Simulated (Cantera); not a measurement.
Feed: 1 mol CO, 2.7 mol H2, at 68.0 mbar.

Cantera equilibrium calculation (NASA polynomials, part measured and part estimated; ideal gas, pure solids and liquids). Candidate condensed phases: C, C6H6, C7H8, C8H18, H2O; 110 gas species. Equilibrium is a limit: real reactors are often held back by kinetics, nucleation or transport.

Which condensed phases are stable at each of these points (T (K)): 1025, 1225, 1425, 1625, 1825, 2025, 2225, 2425, 2625, 2825?


```json
[
 {"T (K)": "1025", "condensed phases": "C(graphite)", "C condensed (%)": "0.9"},
 {"T (K)": "1225", "condensed phases": "gas only", "C condensed (%)": "0.0"},
 {"T (K)": "1425", "condensed phases": "gas only", "C condensed (%)": "0.0"},
 {"T (K)": "1625", "condensed phases": "gas only", "C condensed (%)": "0.0"},
 {"T (K)": "1825", "condensed phases": "gas only", "C condensed (%)": "0.0"},
 {"T (K)": "2025", "condensed phases": "gas only", "C condensed (%)": "0.0"},
 {"T (K)": "2225", "condensed phases": "gas only", "C condensed (%)": "0.0"},
 {"T (K)": "2425", "condensed phases": "gas only", "C condensed (%)": "0.0"},
 {"T (K)": "2625", "condensed phases": "gas only", "C condensed (%)": "0.0"},
 {"T (K)": "2825", "condensed phases": "gas only", "C condensed (%)": "0.0"}
]
```

At 1025 K the condensed part is C(graphite). From 1225 K to 2825 K nothing is condensed.
